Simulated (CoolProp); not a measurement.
Values from CoolProp's reference Helmholtz-energy equation of state, Penoncello 2003.

**Question.** For CHF3 (R23), give the phase and the cv (kJ/(kg K)), Joule-Thomson coefficient (K/MPa), fugacity coefficient at -81.55 °C and 5.52 MPa; -34.25 °C and 5.52 MPa; 24.85 °C and 5.52 MPa.

**Answer.** 
- -81.55 °C and 5.52 MPa: liquid; cv 0.715, Joule-Thomson coefficient -0.292, fugacity coefficient 0.0213
- -34.25 °C and 5.52 MPa: liquid; cv 0.732, Joule-Thomson coefficient -0.0834, fugacity coefficient 0.154
- 24.85 °C and 5.52 MPa: liquid; cv 0.844, Joule-Thomson coefficient 2.35, fugacity coefficient 0.570
